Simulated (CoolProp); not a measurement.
Computed with CoolProp (reference Helmholtz-energy equation of state, Thol 2012).

Task: For benzene, give the phase and the isothermal compressibility (1/MPa), conductivity (mW/(m K)) at 346.85 °C and 2.63 MPa.

Result: 
- 346.85 °C and 2.63 MPa: gas; isothermal compressibility 0.449, conductivity 46.0

Thermal conductivity comes from a separate model (Assael 2012).
